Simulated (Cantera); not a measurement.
A Cantera script and what it prints.

```python
import numpy as np
import cantera as ct

gas_names = """
    CL CL2 H HCL H2 N NH NH2 NH3 N2 N2H2 N2H4 Si SiCL SiCL2 SiCL3 SiCL4 SiH SiHCL3 SiH2 SiH2CL2 SiH3
    SiH3CL SiH4 SiN Si2 Si2N Si3
""".split()
cond_names = """
    NH4CL(a) NH4CL(b) Si(cr) Si(L) Si3N4(a)
""".split()


# ... load() reads the species with a 1 bar reference pressure and builds the phases ...
atoms = {
    'SiCl4': {'Si': 1, 'CL': 4},
    'NH3': {'N': 1, 'H': 3},
    'H2': {'H': 2},
}
top_T = {'Si3N4(a)': 2400}  # K; cautious upper limits of use, not melting points


# ... equilibrate(T, P, feed) seeds the gas with the atoms and calls Mixture.equilibrate('TP', solver="vcs", rtol=1e-11, max_steps=5000) ...
results = []
P = 133.322  # Pa
for T in [900, 975, 1050, 1125, 1200, 1275, 1350, 1425, 1500, 1575, 1650, 1725, 1800, 1875]:
    for m in [12, 20, 28, 36, 44, 52, 60, 68, 76]:
        feed = {'SiCl4': 1, 'NH3': 0.33, 'H2': m}  # mol
        mix = equilibrate(T, P, feed)
        results.append((T, P, feed, dict(zip(mix.species_names, mix.species_moles))))

for T, P, feed, n in results:
    print(f"{T:7g} {feed['H2']:10.4g}  " + (" + ".join(c for c in cond_names if n.get(c, 0) > 1e-12) or "gas only"))
```

Result:

```
    900         12  Si3N4(a)
    900         20  Si3N4(a)
    900         28  Si3N4(a)
    900         36  Si3N4(a)
    900         44  Si3N4(a)
    900         52  Si3N4(a)
    900         60  Si3N4(a)
    900         68  Si3N4(a)
    900         76  Si3N4(a)
    975         12  Si3N4(a)
    975         20  Si3N4(a)
    975         28  Si3N4(a)
    975         36  Si3N4(a)
    975         44  Si(cr) + Si3N4(a)
    975         52  Si(cr) + Si3N4(a)
    975         60  Si(cr) + Si3N4(a)
    975         68  Si(cr) + Si3N4(a)
    975         76  Si(cr) + Si3N4(a)
   1050         12  Si3N4(a)
   1050         20  Si3N4(a)
   1050         28  Si(cr) + Si3N4(a)
   1050         36  Si(cr) + Si3N4(a)
   1050         44  Si(cr) + Si3N4(a)
   1050         52  Si(cr) + Si3N4(a)
   1050         60  Si(cr) + Si3N4(a)
   1050         68  Si(cr) + Si3N4(a)
   1050         76  Si(cr) + Si3N4(a)
   1125         12  Si3N4(a)
   1125         20  Si(cr) + Si3N4(a)
   1125         28  Si(cr) + Si3N4(a)
   1125         36  Si(cr) + Si3N4(a)
   1125         44  Si(cr) + Si3N4(a)
   1125         52  Si(cr) + Si3N4(a)
   1125         60  Si(cr) + Si3N4(a)
   1125         68  Si(cr) + Si3N4(a)
   1125         76  Si(cr) + Si3N4(a)
   1200         12  Si3N4(a)
   1200         20  Si3N4(a)
   1200         28  Si(cr) + Si3N4(a)
   1200         36  Si(cr) + Si3N4(a)
   1200         44  Si(cr) + Si3N4(a)
   1200         52  Si(cr) + Si3N4(a)
   1200         60  Si(cr) + Si3N4(a)
   1200         68  Si(cr) + Si3N4(a)
   1200         76  Si(cr) + Si3N4(a)
   1275         12  Si3N4(a)
   1275         20  Si3N4(a)
   1275         28  Si(cr) + Si3N4(a)
   1275         36  Si(cr) + Si3N4(a)
   1275         44  Si(cr) + Si3N4(a)
   1275         52  Si(cr) + Si3N4(a)
   1275         60  Si(cr) + Si3N4(a)
   1275         68  Si(cr) + Si3N4(a)
   1275         76  Si(cr) + Si3N4(a)
   1350         12  Si3N4(a)
   1350         20  Si3N4(a)
   1350         28  Si(cr) + Si3N4(a)
   1350         36  Si(cr) + Si3N4(a)
   1350         44  Si(cr) + Si3N4(a)
   1350         52  Si(cr) + Si3N4(a)
   1350         60  Si(cr) + Si3N4(a)
   1350         68  Si(cr) + Si3N4(a)
   1350         76  Si(cr) + Si3N4(a)
   1425         12  Si3N4(a)
   1425         20  Si(cr)
   1425         28  Si(cr)
   1425         36  Si(cr)
   1425         44  Si(cr)
   1425         52  Si(cr)
   1425         60  Si(cr)
   1425         68  Si(cr)
   1425         76  Si(cr)
   1500         12  gas only
   1500         20  Si(cr)
   1500         28  Si(cr)
   1500         36  Si(cr)
   1500         44  Si(cr)
   1500         52  Si(cr)
   1500         60  Si(cr)
   1500         68  Si(cr)
   1500         76  Si(cr)
   1575         12  gas only
   1575         20  Si(cr)
   1575         28  Si(cr)
   1575         36  Si(cr)
   1575         44  Si(cr)
   1575         52  Si(cr)
   1575         60  Si(cr)
   1575         68  Si(cr)
   1575         76  Si(cr)
   1650         12  gas only
   1650         20  Si(cr)
   1650         28  Si(cr)
   1650         36  Si(cr)
   1650         44  Si(cr)
   1650         52  Si(cr)
   1650         60  Si(cr)
   1650         68  Si(cr)
   1650         76  Si(cr)
   1725         12  gas only
   1725         20  Si(L)
   1725         28  Si(L)
   1725         36  Si(L)
   1725         44  Si(L)
   1725         52  Si(L)
   1725         60  Si(L)
   1725         68  Si(L)
   1725         76  Si(L)
   1800         12  gas only
   1800         20  Si(L)
   1800         28  Si(L)
   1800         36  Si(L)
   1800         44  Si(L)
   1800         52  Si(L)
   1800         60  Si(L)
   1800         68  Si(L)
   1800         76  Si(L)
   1875         12  gas only
   1875         20  Si(L)
   1875         28  Si(L)
   1875         36  Si(L)
   1875         44  Si(L)
   1875         52  Si(L)
   1875         60  Si(L)
   1875         68  Si(L)
   1875         76  Si(L)
```

These are equilibrium values from Cantera (NASA tables, ideal gas, pure condensed phases), not measurements of a reactor. Mutual solubility and eutectic melting of coexisting phases are not modelled. The tables' values for SiCl3 are old estimates.
